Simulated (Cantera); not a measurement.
A closed system holds: 1 mol Si, 3.5 mol CO₂, 580 mol H₂, 0.098 mol O₂, equilibrated at 7.60 Pa.

Method: chemical equilibrium by Gibbs-energy minimisation in Cantera with the NASA 1993 tables (ideal gas, pure condensed phases). Candidate condensed phases: C, C₆H₆, C₇H₈, C₈H₁₈, H₂O, Si, SiC, SiO₂; 123 gas species. The tables hold silica as quartz up to 1696 K and as liquid above; real silica turns to tridymite and cristobalite and melts near 1996 K. Equilibrium is a limit: real reactors are often held back by kinetics, nucleation or transport.

Q: Which condensed phases are stable at each of these points (T (K)): 1050, 1125, 1200, 1275, 1350, 1425, 1500?

A: 
```
T (K)  condensed phases  Si condensed (%)
-----  ----------------  ----------------
1050     SiO₂(β-quartz)             100.0
1125     SiO₂(β-quartz)             100.0
1200     SiO₂(β-quartz)             100.0
1275     SiO₂(β-quartz)              99.8
1350     SiO₂(β-quartz)              96.5
1425     SiO₂(β-quartz)              62.6
1500           gas only               0.0
```

From 1050 K to 1425 K the condensed part is SiO₂(β-quartz). At 1500 K nothing is condensed.
